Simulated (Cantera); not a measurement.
Charge: 1 mol Si(CH3)4, 0.036 mol HCl, 1.9 mol H2, 0.0085 mol C2H4, held at 1300 K and 133 Pa.

Cantera equilibrium calculation (NASA polynomials, part measured and part estimated; ideal gas, pure solids and liquids). Candidate condensed phases: C, C6H6, C7H8, C8H18, Si, SiC; 109 gas species. Rates play no part.

Base state: H2 0.995, HCl 0.00453, H 3.02e-5, CH4 1.04e-5 (mole fractions); condensed: C(graphite) + SiC(s).

Question: What changes in the equilibrium state with this change: temperature from 1300 K to 2050 K?

Answer: 
```csv
species,before,after
H2,0.995,0.930
H,3.02e-5,0.0599
HCl,0.00453,0.00415
Si,<1e-9,0.00381
SiC2,<1e-9,0.000198
Si2C,<1e-9,0.000128
SiH,<1e-9,8.11e-5
"C(graphite), mol",3.02,3.03
"SiC(s), mol",1.000,0.964
```
The tables' values for SiCl are old estimates; treat these amounts as uncertain.
